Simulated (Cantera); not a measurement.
Charge: 1 mol CsCl, 0.97 mol H2, 0.21 mol N2, at 1350 K and 0.0100 bar.

Method: chemical equilibrium by Gibbs-energy minimisation in Cantera with the NASA 1993 tables (ideal gas, pure condensed phases). Candidate condensed phases: Cs, CsCl, NH4Cl; 16 gas species. Kinetics and transport are ignored.

Base state: CsCl 0.448, H2 0.447, N2 0.0969, Cs2Cl2 0.00640, Cs 0.000866, HCl 0.000866, H 1.59e-5 (mole fractions); condensed: gas only.

Question: What changes in the equilibrium state with this change: H2 from 0.97 to 11 mol?

Answer: 
| species | before | after |
|---|---|---|
| H2 | 0.447 | 0.901 |
| CsCl | 0.448 | 0.0810 |
| N2 | 0.0969 | 0.0172 |
| Cs2Cl2 | 0.00640 | 0.000210 |
| Cs | 0.000866 | 0.000439 |
| HCl | 0.000866 | 0.000439 |
| H | 1.59e-5 | 2.26e-5 |

Question: What changes in the equilibrium state with this change: N2 from 0.21 to 1.6 mol?

Answer: 
| species | before | after |
|---|---|---|
| N2 | 0.0969 | 0.449 |
| CsCl | 0.448 | 0.275 |
| H2 | 0.447 | 0.272 |
| Cs2Cl2 | 0.00640 | 0.00242 |
| HCl | 0.000866 | 0.000600 |
| Cs | 0.000866 | 0.000600 |
| H | 1.59e-5 | 1.24e-5 |
